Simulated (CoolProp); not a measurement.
A single-stage vapour-compression cycle with the fluid: evaporating at 268.15 K (dew point), condensing at 321.15 K (bubble point), superheat 8 K, subcooling 5 K, compressor efficiency 0.85, no pressure losses. The same conditions are run with several fluids, on thermodynamics alone (safety and materials aside).

Values from CoolProp's reference Helmholtz-energy equation of state of each fluid (R134a: Tillner-Roth 1994; cis-2-butene: Lemmon 2005; chloromethane (R40): Thol 2014; R113: Marx 1992; R507A: Lemmon 2003; R365MFC: Lemmon 2016). Blends and air are pseudo-pure fits.

```
fluid                cooling COP  pressure ratio  discharge temperature (K)  refrigerating effect (kJ/kg)  volumetric capacity (kJ/m³)
-------------------  -----------  --------------  -------------------------  ----------------------------  ---------------------------
R134a                       3.38            5.15                        [?]                           [?]                         1650
cis-2-butene                3.66            5.89                        [?]                           327                          590
chloromethane (R40)         3.57            4.94                      394.4                           [?]                         1690
R113                        3.66            8.75                      329.2                           121                          117
R507A                        [?]            4.25                      338.0                           103                          [?]
R365MFC                     3.55            9.31                        [?]                           150                          140
```

Question: Fill in the missing entries.

Answer: 
- R134a, discharge temperature (K): 340.2
- R134a, refrigerating effect (kJ/kg): 142
- cis-2-butene, discharge temperature (K): 343.0
- chloromethane (R40), refrigerating effect (kJ/kg): 337
- R507A, cooling COP: 2.97
- R507A, volumetric capacity (kJ/m³): 2680
- R365MFC, discharge temperature (K): 322.3
